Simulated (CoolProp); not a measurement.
Vapour-liquid equilibrium of propane (1) + dimethyl ether (2) at 2.77 bar; x and y are mole fractions of (1).

The numbers come from the multi-fluid Helmholtz-energy mixture model, Lemmon 2009 and Wu 2011; pair parameters Bell 2016 in CoolProp.

Question: Give the bubble temperature and the first vapour's composition at x = 0.35, 0.5, 0.875. Is there an azeotrope?

Answer: x = 0.35: 262.0 K, y = 0.538; x = 0.5: 259.7 K, y = 0.645; x = 0.875: 256.8 K, y = 0.889. No azeotrope shows between x = 0.05 and 0.95.

The pair parameters rest on a limited set of measurements; away from them the model extrapolates.
